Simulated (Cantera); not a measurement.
Input (Python, Cantera):

```python
import numpy as np
import cantera as ct

gas = ct.Solution("gri30.yaml")
gas.TPX = 450, 150000, {'CH4': 1, 'CO': 0.044, 'O2': 2.08, 'N2': 7.84}
inlet = ct.Reservoir(gas, clone=True)
gas.equilibrate("HP")  # start burning
reactor = ct.IdealGasConstPressureReactor(gas, energy="on", clone=False)
exhaust = ct.Reservoir(gas, clone=True)
tau = [0.46, 0.18, 0.071, 0.028, 0.011, 0.0043, 0.0017, 0.00066, 0.00026, 0.0001, 4e-05, 1.6e-05][0]
for a, b in ((inlet, reactor), (reactor, exhaust)):
    ct.MassFlowController(a, b, mdot=lambda t: reactor.mass / tau)
net = ct.ReactorNet([reactor])
show = ['CH4', 'CO', 'O2', 'HCN', 'H2', 'N2O']

rows = []
print(f"{'tau/s':>10s}{'T/K':>9s}" + "".join(f"{s:>11s}" for s in show))
for tau in [0.46, 0.18, 0.071, 0.028, 0.011, 0.0043, 0.0017, 0.00066, 0.00026, 0.0001, 4e-05, 1.6e-05]:
    net.initial_time = 0.0
    net.advance(30 * tau)
    before = gas.X
    net.advance(40 * tau)
    drift = np.max(np.abs(gas.X - before) / (gas.X + 1e-9))
    rows.append([gas.T, *gas[show].X, drift])
    print(f"{tau:10.3e}{gas.T:9.1f}" + "".join(f"{x:11.3e}" for x in gas[show].X))
```

Output:

```
     tau/s      T/K        CH4         CO         O2        HCN         H2        N2O
 4.600e-01   2292.1  5.038e-07  8.629e-03  8.828e-03  9.278e-08  3.164e-03  1.983e-07
 1.800e-01   2290.6  1.241e-06  8.823e-03  9.151e-03  1.889e-07  3.238e-03  2.038e-07
 7.100e-02   2285.9  2.931e-06  9.298e-03  9.709e-03  3.249e-07  3.422e-03  2.093e-07
 2.800e-02   2274.3  6.560e-06  1.034e-02  1.060e-02  4.768e-07  3.838e-03  2.134e-07
 1.100e-02   2251.0  1.376e-05  1.226e-02  1.199e-02  6.265e-07  4.641e-03  2.151e-07
 4.300e-03   2212.6  2.744e-05  1.520e-02  1.400e-02  7.733e-07  5.943e-03  2.109e-07
 1.700e-03   2159.5  5.369e-05  1.890e-02  1.658e-02  9.296e-07  7.703e-03  1.995e-07
 6.600e-04   2091.5  1.101e-04  2.322e-02  1.977e-02  1.134e-06  9.842e-03  1.842e-07
 2.600e-04   2013.1  2.410e-04  2.805e-02  2.360e-02  1.445e-06  1.204e-02  1.686e-07
 1.000e-04   1920.5  6.274e-04  3.482e-02  2.929e-02  2.078e-06  1.409e-02  1.519e-07
 4.000e-05    450.0  9.121e-02  4.013e-03  1.897e-01 -5.176e-21 -2.542e-17 -9.280e-23
 1.600e-05    450.0  9.121e-02  4.013e-03  1.897e-01 -2.817e-23 -1.383e-19 -5.050e-25
```

Detailed kinetics in Cantera: GRI-Mech 3.0 (53 species, 325 reactions).
